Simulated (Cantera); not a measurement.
A perfectly stirred reactor is fed with 3.42 % CH4, 4.79 % CO, 19.3 % O2, 72.5 % N2, equivalence ratio 0.48, at 1.97 atm; it is adiabatic with a 375 K inlet, and is followed from long to short residence time, starting on the burning branch (τ in s: 0.3, 0.083, 0.023, 0.0061, 0.0017, 0.00045, 0.00012, 3.4e-05, 9.2e-06).

Detailed kinetics in Cantera: GRI-Mech 3.0 (53 species, 325 reactions).

One state of this run: T (K) = 1567; x CH4 = 2.97e-5; x CO = 0.00115; x O2 = 0.103; x OH = 0.000600; x N2O = 1.68e-6; x H2O = 0.0696; x HCN = 1.76e-9. x: mole fraction; the columns are a selection and need not sum to one.

Which value of τ (s) does it belong to?
A) 0.023
B) 0.30
C) 0.00045
D) 3.4e-5

A, 0.023
